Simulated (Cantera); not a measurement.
A closed system holds: 1 mol SiHCl₃, a varied amount of H₂, held at 1473 K and 110 Pa.

Cantera equilibrium calculation (NASA polynomials, part measured and part estimated; ideal gas, pure solids and liquids). Candidate condensed phases: Si; 19 gas species. Equilibrium is a limit: real reactors are often held back by kinetics, nucleation or transport.

Problem. At 98 mol H₂, list the 4 most abundant gas species with their mole fractions, and the condensed phases.

Solution. H₂ 0.972, HCl 0.0257, SiCl₂ 0.00214, H 0.000376. Condensed: Si(s).
